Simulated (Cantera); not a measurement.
A perfectly stirred reactor is fed with NH3 : H2 = 1 : 7.4 (molar parts), at 0.0375 atm; it is held at 1350 K, and followed from long to short residence time.

Cantera simulation using the gas-phase N/H chemistry of the illustrative SiF4/NH3 mechanism in the Surface Chemkin manual (1991); the numbers are that mechanism's predictions, not measurements. Walls and surfaces, which speed up NH3 decomposition in real reactors, are not modelled.

### Question
What does this change do: temperature 1350 to 2125 K?

### Answer
```csv
quantity,before,after
x(NH3) at τ = 3.90 s,0.119,0.00293
x(H2) at τ = 3.90 s,0.881,0.939
x(H) at τ = 3.90 s,5.48e-6,0.00633
x(N2H2) at τ = 3.90 s,1.19e-9,3.45e-8
x(N2) at τ = 3.90 s,1.51e-6,0.0517
x(NH3) at τ = 0.150 s,0.119,0.0757
x(H2) at τ = 0.150 s,0.881,0.903
x(H) at τ = 0.150 s,2.94e-7,0.00164
x(N2H2) at τ = 0.150 s,3.82e-12,6.62e-7
x(N2) at τ = 0.150 s,1.49e-10,0.0191
```
